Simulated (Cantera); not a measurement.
Cantera run:

```python
import numpy as np
import cantera as ct

gas_names = """
    CL CL2 H HCL H2 N NH NH2 NH3 N2 N2H2 N2H4 Si SiCL SiCL2 SiCL3 SiCL4 SiH SiHCL3 SiH2 SiH2CL2 SiH3
    SiH3CL SiH4 SiN Si2 Si2N Si3
""".split()
cond_names = """
    NH4CL(a) NH4CL(b) Si(cr) Si(L) Si3N4(a)
""".split()


# ... load() reads the species with a 1 bar reference pressure and builds the phases ...
atoms = {
    'Si2H6': {'Si': 2, 'H': 6},
    'HCl': {'H': 1, 'CL': 1},
    'N2': {'N': 2},
}
top_T = {'Si3N4(a)': 2400}  # K; cautious upper limits of use, not melting points


# ... equilibrate(T, P, feed) seeds the gas with the atoms and calls Mixture.equilibrate('TP', solver="vcs", rtol=1e-11, max_steps=5000) ...
results = []
T = 1198.15  # K
P = 110000  # Pa
for m in [29, 37, 48, 61, 78, 100, 130, 170, 210, 270]:
    feed = {'Si2H6': 1, 'HCl': 0.1, 'N2': m}  # mol
    mix = equilibrate(T, P, feed)
    results.append((T, P, feed, dict(zip(mix.species_names, mix.species_moles))))

top = {s: max(r[3][s] / sum(r[3][g] for g in gas_names) for r in results) for s in gas_names}
cols = sorted((s for s in top if top[s] > 0.001), key=lambda s: -top[s])[:8]
seen = [c for c in cond_names if any(r[3].get(c, 0) > 1e-12 for r in results)]
print("log10 of partial pressures in bar; condensed amounts in mol")
print(f"{'n(N2)':>10s}" + "".join(f"{s[:9]:>10s}" for s in cols + seen))
for T, P, feed, n in results:
    ng = sum(n[g] for g in gas_names)
    print(f"{feed['N2']:10.4g}" + "".join(f"{np.log10(max(n[s] / ng * P / 1e5, 1e-99)):10.3f}" for s in cols)
          + "".join(f"{n.get(c, 0):10.4g}" for c in seen))
```

It prints:

```
log10 of partial pressures in bar; condensed amounts in mol
     n(N2)        N2        H2       HCL  Si3N4(a)
        29    -0.005    -0.970    -2.447    0.6667
        37     0.005    -1.070    -2.547    0.6667
        48     0.013    -1.178    -2.656    0.6667
        61     0.019    -1.279    -2.756    0.6667
        78     0.024    -1.383    -2.860    0.6667
       100     0.028    -1.489    -2.966    0.6667
       130     0.031    -1.601    -3.078    0.6667
       170     0.033    -1.716    -3.194    0.6667
       210     0.035    -1.807    -3.284    0.6667
       270     0.036    -1.916    -3.393    0.6667
```

These are equilibrium values from Cantera (NASA tables, ideal gas, pure condensed phases), not measurements of a reactor. The feed counts by its element totals alone. N2 is the only nitrogen source here; it is nearly inert below about 1500 K, so the nitride shown seldom forms there in practice.
